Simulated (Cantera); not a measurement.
Input (Python, Cantera):

```python
import numpy as np
import cantera as ct

gas = ct.Solution("gri30.yaml")
gas.TPX = 1225, 2666, {'N2O': 1, 'H2': 0.0067, 'N2': 0.8}
reactor = ct.IdealGasConstPressureReactor(gas, energy="off", clone=False)
net = ct.ReactorNet([reactor])
net.rtol, net.atol = 1e-08, 1e-18
show = ['N2O', 'H2', 'H2O2', 'NO2', 'NO', 'N2', 'O2']
times = np.geomspace(8e-06, 100, 13)

steps = ct.SolutionArray(gas, extra=["t"])
rows = []
print(f"{'t/s':>10s}{'T/K':>9s}{'P/Pa':>11s}" + "".join(f"{s:>11s}" for s in show))
for t in times:
    while net.time < t:
        t_next = net.step()
        steps.append(gas.state, t=t_next)
    rows.append([np.interp(t, steps.t, y) for y in (steps.T, steps.P, *steps(*show).X.T)])
    print(f"{t:10.3e}{rows[-1][0]:9.1f}{rows[-1][1]:11.4g}" + "".join(f"{x:11.3e}" for x in rows[-1][2:]))
rate = np.gradient(steps.T, steps.t)
print("integrator steps:", len(steps.t))
if steps.T.max() > steps.T[0] + 200:
    print(f"time of steepest temperature rise: {steps.t[rate.argmax()]:.4e} s")
gas.TPX = 1225, 2666, {'N2O': 1, 'H2': 0.0067, 'N2': 0.8}
gas.equilibrate("TP")
print(f"equilibrium (TP): T = {gas.T:.1f} K  " + "  ".join(f"{s} {gas[s].X[0]:.3e}" for s in show))
```

It prints:

```
       t/s      T/K       P/Pa        N2O         H2       H2O2        NO2         NO         N2         O2
 8.000e-06   1225.0       2666  5.535e-01  3.708e-03  3.022e-20  5.370e-21  1.439e-10  4.428e-01  5.514e-10
 3.122e-05   1225.0       2666  5.535e-01  3.708e-03  7.466e-18  1.195e-18  2.144e-09  4.428e-01  8.187e-09
 1.219e-04   1225.0       2666  5.535e-01  3.708e-03  1.953e-15  2.642e-16  2.993e-08  4.428e-01  1.132e-07
 4.757e-04   1225.0       2666  5.535e-01  3.708e-03  4.445e-13  1.202e-13  3.332e-07  4.428e-01  1.237e-06
 1.857e-03   1225.0       2666  5.535e-01  3.699e-03  6.194e-11  9.041e-11  2.323e-06  4.428e-01  8.138e-06
 7.247e-03   1225.0       2666  5.533e-01  3.589e-03  6.448e-09  2.766e-08  1.219e-05  4.430e-01  3.685e-05
 2.828e-02   1225.0       2666  5.521e-01  2.792e-03  8.090e-08  1.414e-06  5.370e-05  4.440e-01  1.640e-04
 1.104e-01   1225.0       2666  5.487e-01  1.017e-03  4.533e-08  1.308e-05  1.820e-04  4.466e-01  6.983e-04
 4.309e-01   1225.0       2666  5.418e-01  9.151e-05  4.513e-09  6.527e-05  6.430e-04  4.510e-01  2.768e-03
 1.682e+00   1225.0       2666  5.193e-01  1.383e-07  5.036e-10  1.137e-04  2.510e-03  4.638e-01  1.058e-02
 6.564e+00   1225.0       2666  4.421e-01  1.037e-08  1.767e-10  1.191e-04  9.029e-03  5.076e-01  3.762e-02
 2.562e+01   1225.0       2666  2.453e-01  1.199e-08  1.365e-10  7.394e-05  2.556e-02  6.192e-01  1.066e-01
 1.000e+02   1225.0       2666  3.271e-02  1.461e-08  1.076e-10  2.571e-05  4.298e-02  7.400e-01  1.813e-01
integrator steps: 1842
equilibrium (TP): T = 1225.0 K  N2O 2.683e-09  H2 8.167e-10  H2O2 6.576e-12  NO2 5.922e-07  NO 2.391e-04  N2 7.814e-01  O2 2.155e-01
```

Cantera simulation using GRI-Mech 3.0 (53 species, 325 reactions); the numbers are that mechanism's predictions, not measurements. GRI-Mech 3.0 was tuned for natural gas; its chemistry of N2O as a main component is partial and can be far from experiment. Radical loss at walls, strong at low pressure, is not modelled. The mechanism lacks the step 2 NO + O2 → 2 NO2, which can matter for NO2 below about 1400 K. The temperature is held fixed by assumption; the heat of reaction is taken as removed at once.
